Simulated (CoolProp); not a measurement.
A closed Brayton cycle with carbon dioxide: compressor inlet 317.15 K and 8.1 MPa, high pressure 21.4 MPa, turbine inlet 865 K, compressor efficiency 0.8, turbine efficiency 0.93, recuperator effectiveness 0.8 (on enthalpy, no pinch check). Each further row changes one setting.

Model: reference Helmholtz-energy equation of state, Span 1996, in CoolProp.

| case | thermal efficiency (%) | net work (kJ/kg) | compressor to turbine work | compressor exit (K) | turbine exit (K) |
|---|---|---|---|---|---|
| as stated | ? | 92.0 | 0.34 | 393.6 | 741.8 |
| turbine inlet 815 K | ? | 83.0 | ? | 393.6 | ? |
| compressor inlet 327.15 K | ? | 83.8 | ? | ? | 741.8 |
| high pressure 18.2 MPa | 28.4 | 79.6 | 0.32 | 380.5 | 761.8 |
| recuperator effectiveness 0.5 | ? | 92.0 | 0.34 | 393.6 | 741.8 |

Task: Complete the blanks.

Result: 
- as stated, thermal efficiency (%): 30.5
- turbine inlet 815 K, thermal efficiency (%): 29.4
- turbine inlet 815 K, compressor to turbine work: 0.36
- turbine inlet 815 K, turbine exit (K): 696.3
- compressor inlet 327.15 K, thermal efficiency (%): 29.5
- compressor inlet 327.15 K, compressor to turbine work: 0.40
- compressor inlet 327.15 K, compressor exit (K): 412.6
- recuperator effectiveness 0.5, thermal efficiency (%): 21.8
